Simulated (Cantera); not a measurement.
Input: 1 mol trisilylamine, 93 mol N₂, equilibrated at 1398 K and 5.70 Pa.

Equilibrium computed with Cantera from the NASA thermochemical tables; the gas is ideal and each condensed phase is pure. Candidate condensed phases: Si, Si₃N₄; 18 gas species. The feed counts by its element totals alone. Kinetics and transport are ignored.

Base state: N₂ 0.953, H₂ 0.0468, H 0.000136 (mole fractions); condensed: Si₃N₄(s).

Task: What changes in the equilibrium state with this change: temperature from 1398 K to 1950 K?

Result: 
| species | before | after |
|---|---|---|
| N₂ | 0.953 | 0.913 |
| H₂ | 0.0468 | 0.0307 |
| Si | 2.96e-6 | 0.0292 |
| H | 0.000136 | 0.0266 |
| Si₂ | <1e-9 | 1.87e-5 |
| SiN | 4.47e-8 | 6.19e-5 |
| SiH | 2.44e-8 | 2.95e-5 |
| Si₃N₄(s), mol | 1.000 | 0 |
The tables' values for SiN are old estimates; treat these amounts as uncertain.
